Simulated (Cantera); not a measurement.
What does this Cantera script print?

```python
import numpy as np
import cantera as ct

gas = ct.Solution("gri30.yaml")


def delay(T, t_max=10):
    gas.TPX = T, 35000, {'C3H8': 1, 'O2': 2.94, 'N2': 11.1}
    reactor = ct.IdealGasConstPressureReactor(gas, clone=False)
    net = ct.ReactorNet([reactor])
    net.rtol, net.atol = 1e-8, 1e-16
    while net.time < t_max:
        t_old, T_old = net.time, reactor.T
        net.step()
        if reactor.T > T + 400:  # ignition: a rise of 400 K
            return t_old + (T + 400 - T_old) / (reactor.T - T_old) * (net.time - t_old)
    return np.nan


taus = []
for T in [1125, 1200, 1275, 1350, 1425, 1500, 1575, 1650]:
    taus.append(delay(T))
    print(f"T0 = {T:6g} K   tau = {taus[-1]:.4e} s")
```

It prints:

```
T0 =   1125 K   tau = 5.2198e-02 s
T0 =   1200 K   tau = 1.0254e-02 s
T0 =   1275 K   tau = 2.5928e-03 s
T0 =   1350 K   tau = 8.4431e-04 s
T0 =   1425 K   tau = 3.4510e-04 s
T0 =   1500 K   tau = 1.7059e-04 s
T0 =   1575 K   tau = 9.7956e-05 s
T0 =   1650 K   tau = 6.2975e-05 s
```

Cantera simulation using GRI-Mech 3.0 (53 species, 325 reactions); the numbers are that mechanism's predictions, not measurements. GRI-Mech 3.0 was tuned for natural gas; its chemistry of propane as a main component is partial and can be far from experiment.
